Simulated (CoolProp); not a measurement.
R152A at 298.15 K and 0.0676 MPa flows at 2.7 m/s in a round tube of 10 mm bore and 15 µm roughness, fully developed (64/Re and Nu = 3.66 if laminar; Colebrook and Gnielinski if turbulent). Each further row changes one setting.

Computed with CoolProp (reference Helmholtz-energy equation of state, Outcalt 1996). It is a modified Benedict-Webb-Rubin equation, recast in Helmholtz form.

| case | Reynolds number | Darcy friction factor | pressure drop (Pa/m) | heat-transfer coefficient (W/(m² K)) | mass flow (kg/h) |
|---|---|---|---|---|---|
| as stated | 4430 | ___ | 26.8 | 22.5 | 1.39 |
| velocity 5.4 m/s | 8870 | ___ | 90.6 | 43.1 | ___ |
| diameter 20 mm | 8870 | 0.0330 | 11.0 | ___ | ___ |

### Question
What belongs in the gaps?

### Answer

- as stated, Darcy friction factor: 0.0403
- velocity 5.4 m/s, Darcy friction factor: 0.0340
- velocity 5.4 m/s, mass flow (kg/h): 2.79
- diameter 20 mm, heat-transfer coefficient (W/(m² K)): 20.9
- diameter 20 mm, mass flow (kg/h): 5.58

Viscosity comes from a separate model (Bell 2016), an estimate that may be off by 10 % or more. Thermal conductivity comes from a separate model (Krauss 1996).
